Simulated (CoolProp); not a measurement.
Properties of n-perfluorohexane along the isotherm 450 K.

Model: reference Helmholtz-energy equation of state, Gao 2022, in CoolProp.

```
p (bar)          phase  density (kg/m³)  Joule-Thomson coefficient (K/MPa)
-------  -------------  ---------------  ---------------------------------
21.8     supercritical            957.8                         (withheld)
43.5     supercritical             1147                             0.8189
65.3     supercritical             1218                             0.3538
87.1     supercritical       (withheld)                         (withheld)
109      supercritical             1300                            0.04198
131      supercritical       (withheld)                         (withheld)
152      supercritical             1353                           -0.08211
174      supercritical             1375                            -0.1215
```

Task: Complete the blanks.

Result: 
- 21.8, Joule-Thomson coefficient (K/MPa): 4.402
- 87.1, density (kg/m³): 1265
- 87.1, Joule-Thomson coefficient (K/MPa): 0.1552
- 131, density (kg/m³): 1330
- 131, Joule-Thomson coefficient (K/MPa): -0.03197
